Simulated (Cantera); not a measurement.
A perfectly stirred reactor is fed with H2 : O2 = 0.11 : 1 (molar parts), at 20.0 Torr; it is held at 1450 K, and followed from long to short residence time.

Cantera simulation using the H2/O2 subset of GRI-Mech 3.0, which has no nitrogen chemistry; the numbers are that mechanism's predictions, not measurements. Radical loss at walls, strong at low pressure, is not modelled. The temperature is held fixed by assumption; the heat of reaction is taken as removed at once.

What does this change do: H2 0.11 to 0.013 parts?


```json
[
 {"quantity": "x(H2) at τ = 15.0 s", "before": "3.00e-5", "after": "4.27e-6"},
 {"quantity": "x(O2) at τ = 15.0 s", "before": "0.895", "after": "0.987"},
 {"quantity": "x(H2O) at τ = 15.0 s", "before": "0.104", "after": "0.0127"},
 {"quantity": "x(HO2) at τ = 15.0 s", "before": "3.96e-7", "after": "1.12e-7"},
 {"quantity": "x(H2O2) at τ = 15.0 s", "before": "2.11e-8", "after": "3.69e-9"},
 {"quantity": "x(H2) at τ = 87.0 ms", "before": "0.000798", "after": "8.17e-5"},
 {"quantity": "x(O2) at τ = 87.0 ms", "before": "0.881", "after": "0.980"},
 {"quantity": "x(H2O) at τ = 87.0 ms", "before": "0.0988", "after": "0.0119"},
 {"quantity": "x(HO2) at τ = 87.0 ms", "before": "3.71e-6", "after": "6.79e-7"},
 {"quantity": "x(H2O2) at τ = 87.0 ms", "before": "1.14e-7", "after": "1.73e-8"}
]
```

What does this change do: pressure from 20.0 Torr to 10.00 Torr?


| quantity | before | after |
|---|---|---|
| x(H2) at τ = 15.0 s | 3.00e-5 | 6.74e-5 |
| x(O2) at τ = 15.0 s | 0.895 | 0.894 |
| x(H2O) at τ = 15.0 s | 0.104 | 0.103 |
| x(HO2) at τ = 15.0 s | 3.96e-7 | 4.10e-7 |
| x(H2O2) at τ = 15.0 s | 2.11e-8 | 1.82e-8 |
| x(H2) at τ = 87.0 ms | 0.000798 | 0.00152 |
| x(O2) at τ = 87.0 ms | 0.881 | 0.865 |
| x(H2O) at τ = 87.0 ms | 0.0988 | 0.0941 |
| x(HO2) at τ = 87.0 ms | 3.71e-6 | 2.49e-6 |
| x(H2O2) at τ = 87.0 ms | 1.14e-7 | 7.52e-8 |
